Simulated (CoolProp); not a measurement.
Vapour-liquid equilibrium of propylene (1) + propane (2) at 60.45 °C; x and y are mole fractions of (1).

The numbers come from the multi-fluid Helmholtz-energy mixture model, Lemmon 2013 and Lemmon 2009; pair parameters Bell 2016 in CoolProp.

```json
[
 {"x": "0.05", "bubble pressure (MPa)": "2.165", "y at the bubble point": "0.057", "dew pressure at overall composition x (MPa)": "2.161", "liquid density (mol/L)": "9.702"},
 {"x": "0.125", "bubble pressure (MPa)": "2.206", "y at the bubble point": "0.141", "dew pressure at overall composition x (MPa)": "2.198", "liquid density (mol/L)": "9.731"},
 {"x": "0.2", "bubble pressure (MPa)": "2.245", "y at the bubble point": "0.222", "dew pressure at overall composition x (MPa)": "2.234", "liquid density (mol/L)": "9.763"},
 {"x": "0.275", "bubble pressure (MPa)": "2.282", "y at the bubble point": "0.300", "dew pressure at overall composition x (MPa)": "2.270", "liquid density (mol/L)": "9.798"},
 {"x": "0.35", "bubble pressure (MPa)": "2.318", "y at the bubble point": "0.377", "dew pressure at overall composition x (MPa)": "2.305", "liquid density (mol/L)": "9.834"},
 {"x": "0.425", "bubble pressure (MPa)": "2.351", "y at the bubble point": "0.452", "dew pressure at overall composition x (MPa)": "2.339", "liquid density (mol/L)": "9.873"},
 {"x": "0.5", "bubble pressure (MPa)": "2.383", "y at the bubble point": "0.526", "dew pressure at overall composition x (MPa)": "2.372", "liquid density (mol/L)": "9.915"},
 {"x": "0.575", "bubble pressure (MPa)": "2.414", "y at the bubble point": "0.598", "dew pressure at overall composition x (MPa)": "2.404", "liquid density (mol/L)": "9.960"},
 {"x": "0.65", "bubble pressure (MPa)": "2.442", "y at the bubble point": "0.670", "dew pressure at overall composition x (MPa)": "2.435", "liquid density (mol/L)": "10.01"},
 {"x": "0.725", "bubble pressure (MPa)": "2.469", "y at the bubble point": "0.741", "dew pressure at overall composition x (MPa)": "2.463", "liquid density (mol/L)": "10.06"},
 {"x": "0.8", "bubble pressure (MPa)": "2.494", "y at the bubble point": "0.812", "dew pressure at overall composition x (MPa)": "2.490", "liquid density (mol/L)": "10.11"},
 {"x": "0.875", "bubble pressure (MPa)": "2.517", "y at the bubble point": "0.882", "dew pressure at overall composition x (MPa)": "2.515", "liquid density (mol/L)": "10.17"},
 {"x": "0.95", "bubble pressure (MPa)": "2.538", "y at the bubble point": "0.953", "dew pressure at overall composition x (MPa)": "2.538", "liquid density (mol/L)": "10.24"}
]
```

No azeotrope shows between x = 0.05 and 0.95.

The pair parameters rest on a limited set of measurements; away from them the model extrapolates.
